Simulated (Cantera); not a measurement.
What does this Cantera script print?

```python
import numpy as np
import cantera as ct

gas_names = """
    B BH BH2 BH3 BN B2 H H2 N NH NH2 NH3 N2 N2H2 N2H4
""".split()
cond_names = """
    B(b) B(L) BN(s)
""".split()


# ... load() reads the species with a 1 bar reference pressure and builds the phases ...
atoms = {
    'BN': {'B': 1, 'N': 1},
    'H2': {'H': 2},
}
top_T = {'BN(s)': 3200}  # K; cautious upper limits of use, not melting points


# ... equilibrate(T, P, feed) seeds the gas with the atoms and calls Mixture.equilibrate('TP', solver="vcs", rtol=1e-11, max_steps=5000) ...
results = []
feed = {'BN': 1, 'H2': 15}  # mol
P = 10000  # Pa
for T in [923, 1023, 1123, 1223, 1323, 1423, 1523, 1623, 1723, 1823, 1923, 2023, 2123]:
    mix = equilibrate(T, P, feed)
    results.append((T, P, feed, dict(zip(mix.species_names, mix.species_moles))))

top = {s: max(r[3][s] / sum(r[3][g] for g in gas_names) for r in results) for s in gas_names}
cols = sorted((s for s in top if top[s] > 0.0001), key=lambda s: -top[s])[:5]
seen = [c for c in cond_names if any(r[3].get(c, 0) > 1e-12 for r in results)]
print("log10 of partial pressures in bar; condensed amounts in mol")
print(f"{'T/K':>10s}" + "".join(f"{s[:9]:>10s}" for s in cols + seen))
for T, P, feed, n in results:
    ng = sum(n[g] for g in gas_names)
    print(f"{T:10.4g}" + "".join(f"{np.log10(max(n[s] / ng * P / 1e5, 1e-99)):10.3f}" for s in cols)
          + "".join(f"{n.get(c, 0):10.4g}" for c in seen))
```

Output:

```
log10 of partial pressures in bar; condensed amounts in mol
       T/K        H2         H        N2       BH2      B(b)     BN(s)
       923    -1.000   -10.112   -13.816   -12.937         0         1
      1023    -1.000    -8.883   -11.638   -11.550         0         1
      1123    -1.000    -7.871   -10.135   -10.271         0         1
      1223    -1.000    -7.022    -9.082    -9.101         0         1
      1323    -1.000    -6.300    -8.208    -8.101         0         1
      1423    -1.000    -5.678    -7.440    -7.253         0         1
      1523    -1.000    -5.136    -6.758    -6.525         0    0.9999
      1623    -1.000    -4.660    -6.151    -5.893         0    0.9998
      1723    -1.000    -4.239    -5.611    -5.338         0    0.9993
      1823    -1.001    -3.864    -5.128    -4.846         0    0.9978
      1923    -1.002    -3.527    -4.449    -4.531  0.006131    0.9893
      2023    -1.004    -3.223    -3.782    -4.277   0.04161    0.9502
      2123    -1.008    -2.949    -3.178    -4.050    0.1874    0.7986
```

Method: chemical equilibrium by Gibbs-energy minimisation in Cantera with the NASA 1993 tables (ideal gas, pure condensed phases). Mutual solubility and eutectic melting of coexisting phases are not modelled. The tables' values for BH2 are old estimates; treat these amounts as uncertain. Gases not in the tables: B2H6 and higher boranes.
